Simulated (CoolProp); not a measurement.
Vapour-liquid equilibrium of dimethyl ether (1) + chloromethane (R40) (2) at 2.68 MPa; x and y are mole fractions of (1).

Values from CoolProp's multi-fluid Helmholtz-energy mixture model, Wu 2011 and Thol 2014; pair parameters Bell 2016.

```json
[
 {"x": "0.05", "bubble temperature, mixture model (K)": "363.4", "bubble temperature, Raoult's law (K)": "363.0", "y, mixture model": "0.046", "y, Raoult's law": "0.051"},
 {"x": "0.15", "bubble temperature, mixture model (K)": "364.0", "bubble temperature, Raoult's law (K)": "363.0", "y, mixture model": "0.142", "y, Raoult's law": "0.152"},
 {"x": "0.25", "bubble temperature, mixture model (K)": "364.5", "bubble temperature, Raoult's law (K)": "362.9", "y, mixture model": "0.242", "y, Raoult's law": "0.253"},
 {"x": "0.35", "bubble temperature, mixture model (K)": "364.8", "bubble temperature, Raoult's law (K)": "362.8", "y, mixture model": "0.345", "y, Raoult's law": "0.353"},
 {"x": "0.45", "bubble temperature, mixture model (K)": "364.9", "bubble temperature, Raoult's law (K)": "362.8", "y, mixture model": "0.449", "y, Raoult's law": "0.453"},
 {"x": "0.55", "bubble temperature, mixture model (K)": "364.8", "bubble temperature, Raoult's law (K)": "362.7", "y, mixture model": "0.554", "y, Raoult's law": "0.553"},
 {"x": "0.65", "bubble temperature, mixture model (K)": "364.6", "bubble temperature, Raoult's law (K)": "362.6", "y, mixture model": "0.658", "y, Raoult's law": "0.653"},
 {"x": "0.75", "bubble temperature, mixture model (K)": "364.2", "bubble temperature, Raoult's law (K)": "362.6", "y, mixture model": "0.761", "y, Raoult's law": "0.753"},
 {"x": "0.85", "bubble temperature, mixture model (K)": "363.6", "bubble temperature, Raoult's law (K)": "362.5", "y, mixture model": "0.860", "y, Raoult's law": "0.852"},
 {"x": "0.95", "bubble temperature, mixture model (K)": "362.8", "bubble temperature, Raoult's law (K)": "362.4", "y, mixture model": "0.955", "y, Raoult's law": "0.951"}
]
```

The largest gap from Raoult's law is +2.1 K in bubble temperature, at x = 0.55. y crosses x between x = 0.45 and 0.55: the model has an azeotrope there.

The pair parameters rest on a limited set of measurements; away from them the model extrapolates.
